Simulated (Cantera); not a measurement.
A Cantera script and what it prints.

```python
import numpy as np
import cantera as ct

gas_names = """
    CL CLO CL2 H HCL HOCL HO2 H2 H2O H2O2 O OH O2 O3 Ti TiCL TiCL2 TiCL3 TiCL4 TiO TiOCL TiOCL2 TiO2
""".split()
cond_names = """
    H2O(s) H2O(L) Ti(a) Ti(b) Ti(L) TiCL2(s) TiCL3(s) TiCL4(L) TiO(a) TiO(b) TiO(L) TiO2(ru) TiO2(L)
    Ti2O3(a) Ti2O3(b) Ti2O3(L) Ti3O5(a) Ti3O5(b) Ti3O5(L) Ti4O7(s) Ti4O7(L)
""".split()


# ... load() reads the species with a 1 bar reference pressure and builds the phases ...
atoms = {
    'TiCl4': {'Ti': 1, 'CL': 4},
    'O2': {'O': 2},
    'H2': {'H': 2},
}
top_T = {'TiCL2(s)': 1300, 'TiCL3(s)': 1000}  # K; cautious upper limits of use, not melting points


# ... equilibrate(T, P, feed) seeds the gas with the atoms and calls Mixture.equilibrate('TP', solver="vcs", rtol=1e-11, max_steps=5000) ...
results = []
T = 1550  # K
P = 1000  # Pa
for m in [0.62, 2, 3.3, 4.7, 6.1, 7.4, 8.8, 10]:
    feed = {'TiCl4': 1, 'O2': m, 'H2': 11}  # mol
    mix = equilibrate(T, P, feed)
    results.append((T, P, feed, dict(zip(mix.species_names, mix.species_moles))))
    x = sorted(zip(gas.X, gas.species_names), reverse=True)
    print(f"T = {T:g} K  P = {P:g} Pa  n(O2) = {m:g} mol  gas = {mix.phase_moles(0):.4g} mol")
    print("   x: " + "  ".join(f"{s} {v:.3e}" for v, s in x if v > 0.001))
    print("   condensed (mol): " + ("  ".join(f"{mix.phase(i).name} {mix.phase_moles(i):.4g}"
          for i in range(1, mix.n_phases) if mix.phase_moles(i) > 1e-12) or "none"))
```

Result:

```
T = 1550 K  P = 1000 Pa  n(O2) = 0.62 mol  gas = 12.91 mol
   x: H2 7.173e-01  HCL 2.688e-01  TiCL3 1.220e-02
   condensed (mol): Ti2O3(b) 0.413
T = 1550 K  P = 1000 Pa  n(O2) = 2 mol  gas = 13 mol
   x: H2 5.383e-01  HCL 3.075e-01  H2O 1.538e-01
   condensed (mol): TiO2(ru) 1
T = 1550 K  P = 1000 Pa  n(O2) = 3.3 mol  gas = 13 mol
   x: H2O 3.538e-01  H2 3.384e-01  HCL 3.075e-01
   condensed (mol): TiO2(ru) 1
T = 1550 K  P = 1000 Pa  n(O2) = 4.7 mol  gas = 13 mol
   x: H2O 5.691e-01  HCL 3.074e-01  H2 1.231e-01
   condensed (mol): TiO2(ru) 1
T = 1550 K  P = 1000 Pa  n(O2) = 6.1 mol  gas = 13.63 mol
   x: H2O 6.635e-01  HCL 2.868e-01  O2 4.222e-02  CL 6.674e-03
   condensed (mol): TiO2(ru) 1
T = 1550 K  P = 1000 Pa  n(O2) = 7.4 mol  gas = 14.93 mol
   x: H2O 6.064e-01  HCL 2.593e-01  O2 1.249e-01  CL 8.280e-03
   condensed (mol): TiO2(ru) 1
T = 1550 K  P = 1000 Pa  n(O2) = 8.8 mol  gas = 16.34 mol
   x: H2O 5.549e-01  HCL 2.357e-01  O2 1.995e-01  CL 8.844e-03
   condensed (mol): TiO2(ru) 1
T = 1550 K  P = 1000 Pa  n(O2) = 10 mol  gas = 17.54 mol
   x: H2O 5.172e-01  O2 2.540e-01  HCL 2.187e-01  CL 9.029e-03
   condensed (mol): TiO2(ru) 1
```

These are equilibrium values from Cantera (NASA tables, ideal gas, pure condensed phases), not measurements of a reactor. The tables' values for TiCl2 are old estimates; treat these amounts as uncertain.
